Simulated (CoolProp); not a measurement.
Vapour-liquid equilibrium of R22 (1) + c-C4F8 (RC318) (2) at 270.4 K; x and y are mole fractions of (1).

Model: multi-fluid Helmholtz-energy mixture model, Kamei 1995 and Platzer 1990; pair parameters Bell 2016, in CoolProp. This equation is an older, rougher fit; its heat capacities, sound speeds and derivatives of the liquid may be far off and weren't checked against measurements.

```tsv
x	bubble pressure, mixture model (MPa)	bubble pressure, Raoult's law (MPa)	y, mixture model	y, Raoult's law
0.05	0.1269	0.1325	0.135	0.172
0.15	0.1676	0.1665	0.422	0.410
0.25	0.2254	0.2004	0.627	0.567
0.35	0.2862	0.2343	0.746	0.679
0.45	0.3377	0.2683	0.813	0.763
0.55	0.3752	0.3022	0.852	0.828
0.65	0.4007	0.3361	0.877	0.880
0.75	0.4191	0.3701	0.898	0.922
0.85	0.4349	0.4040	0.923	0.957
0.95	0.4495	0.4379	0.965	0.987
```

The largest gap from Raoult's law is +25.9 % in bubble pressure, at x = 0.45. No azeotrope shows between x = 0.05 and 0.95.

Pair parameters are fitted to limited data, so mixtures are less certain than the pure fluids. The gap from Raoult's law changes sign with composition, which may be real or a fault of the pair parameters; it wasn't checked against measurements.
